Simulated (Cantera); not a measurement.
A closed system holds: 1 mol SiC, 0.021 mol O2, 43 mol N2, held at 2175 K and 150 Pa.

Equilibrium computed with Cantera from the NASA thermochemical tables; the gas is ideal and each condensed phase is pure. Candidate condensed phases: C, Si, SiC, SiO2, Si2N2O, Si3N4; 34 gas species. The tables' values for SiN are old estimates; treat these amounts as uncertain. Rates play no part.

Base state: N2 0.977, Si 0.0189, SiC2 0.00165, Si2C 0.00100, CO 0.000942, SiN 0.000128, CN 0.000117, Si2 2.82e-5 (mole fractions); condensed: C(graphite).

### Question
What changes in the equilibrium state with this change: pressure from 150 Pa to 10000 Pa?

### Answer
```
species             before     after
----------------  --------  --------
N2                   0.977     0.998
CO                0.000942  0.000897
Si                  0.0189  0.000728
SiC2               0.00165   9.85e-6
Si2C               0.00100   3.92e-5
CN                0.000117   5.73e-6
Si2                2.82e-5   2.80e-6
SiO                1.26e-5   7.81e-5
C(graphite), mol     0.764         0
SiC(s), mol              0     0.958
```
